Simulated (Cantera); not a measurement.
What does this Cantera script print?

```python
import numpy as np
import cantera as ct

gas_names = [...]  # 135 gases of nasa_gas.yaml made of C, Cl, F, H
cond_names = """
    C(gr) C6H6(L) C7H8(L) C8H18(L),n-octa
""".split()


# ... load() reads the species with a 1 bar reference pressure and builds the phases ...
atoms = {
    'CCl4': {'C': 1, 'CL': 4},
    'F2': {'F': 2},
    'H2': {'H': 2},
}
top_T = {'C(gr)': 4500}  # K; cautious upper limits of use, not melting points


# ... equilibrate(T, P, feed) seeds the gas with the atoms and calls Mixture.equilibrate('TP', solver="vcs", rtol=1e-11, max_steps=5000) ...
results = []
feed = {'CCl4': 1, 'F2': 0.75, 'H2': 0.41}  # mol
P = 1333.22  # Pa
for T in [3000, 3500, 4000, 4500, 5000]:
    mix = equilibrate(T, P, feed)
    results.append((T, P, feed, dict(zip(mix.species_names, mix.species_moles))))

top = {s: max(r[3][s] / sum(r[3][g] for g in gas_names) for r in results) for s in gas_names}
cols = sorted((s for s in top if top[s] > 1e-06), key=lambda s: -top[s])[:7]
seen = [c for c in cond_names if any(r[3].get(c, 0) > 1e-12 for r in results)]
print("log10 of partial pressures in bar; condensed amounts in mol")
print(f"{'T/K':>10s}" + "".join(f"{s[:9]:>10s}" for s in cols + seen))
for T, P, feed, n in results:
    ng = sum(n[g] for g in gas_names)
    print(f"{T:10.4g}" + "".join(f"{np.log10(max(n[s] / ng * P / 1e5, 1e-99)):10.3f}" for s in cols)
          + "".join(f"{n.get(c, 0):10.4g}" for c in seen))
```

Output:

```
log10 of partial pressures in bar; condensed amounts in mol
       T/K        CL         F         C        HF         H        C3        CF     C(gr)
      3000    -2.036    -2.793    -4.295    -2.781    -3.799    -3.506    -3.729    0.4453
      3500    -2.093    -2.628    -3.189    -3.269    -2.969    -3.519    -3.845         0
      4000    -2.131    -2.573    -2.789    -4.202    -2.840    -4.824    -4.435         0
      4500    -2.137    -2.565    -2.746    -5.054    -2.828    -6.644    -5.199         0
      5000    -2.137    -2.564    -2.741    -5.751    -2.826    -8.190    -5.849         0
```

Method: chemical equilibrium by Gibbs-energy minimisation in Cantera with the NASA 1993 tables (ideal gas, pure condensed phases). The tables' values for CCl are old estimates; treat these amounts as uncertain.
